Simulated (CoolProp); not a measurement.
C3F8 (R218) along the isobar 2.3 bar: Z from the reference equation and from simpler models built on Tc = 345.0 K, pc = 26.40 bar, ω = 0.317; each cubic takes its own stable root.

Model: reference Helmholtz-energy equation of state, Lemmon 2006, in CoolProp. It is a short technical equation, of lower accuracy than the large ones.

```
T (K)   phase  reference
-----  ------  ---------
152.6  liquid    0.01782
172.2  liquid    0.01638
191.9  liquid    0.01526
211.5  liquid    0.01442
231.2  liquid    0.01378
250.8  liquid    0.01335
270.5     gas     0.9266
290.1     gas     0.9445
309.8     gas     0.9568
329.4     gas     0.9655
349.1     gas     0.9721
368.7     gas     0.9771
388.4     gas     0.9811
408       gas     0.9843
427.7     gas     0.9869
```

Q: How far does each simpler model (van der Waals, Soave-Redlich-Kwong) lie from the reference over these 15 states: mean and median of the absolute difference, and the worst?

A: 
- van der Waals: mean 1335.3 %, median 1.6 %, worst +6958.4 % at 250.8 K and 2.3 bar
- Soave-Redlich-Kwong: mean 2.5 %, median 0.1 %, worst +7.4 % at 152.6 K and 2.3 bar

At some of these states van der Waals gives the other phase, because its saturation line lies elsewhere.
